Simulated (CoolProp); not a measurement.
Properties of n-octane at several states.

Values from CoolProp's reference Helmholtz-energy equation of state, Beckmüller 2019.

| T (°C) | p (bar) | phase | cp (kJ/(kg K)) | cv (kJ/(kg K)) | speed of sound (m/s) | Joule-Thomson coefficient (K/MPa) | isothermal compressibility (1/MPa) | viscosity (µPa s) |
|---|---|---|---|---|---|---|---|---|
| 235.25 | 0.999 | gas | 2.557 | 2.475 | [?] | 11.58 | 10.24 | 9.60 |
| 211.15 | 3.92 | gas | 2.547 | 2.416 | 170.3 | [?] | 2.906 | [?] |
| 164.95 | 0.125 | gas | 2.264 | 2.190 | 180.7 | 19.24 | 80.38 | [?] |
| 337.95 | 3.44 | gas | 2.925 | [?] | 205.6 | [?] | 3.029 | [?] |

Problem. Some entries are withheld; supply them.

Solution. 
- 235.25, speed of sound (m/s): 191.2
- 211.15, Joule-Thomson coefficient (K/MPa): 16.19
- 211.15, viscosity (µPa s): 9.20
- 164.95, viscosity (µPa s): 8.31
- 337.95, cv (kJ/(kg K)): 2.836
- 337.95, Joule-Thomson coefficient (K/MPa): 6.545
- 337.95, viscosity (µPa s): 11.5

Viscosity comes from a separate model (Huber 2004).
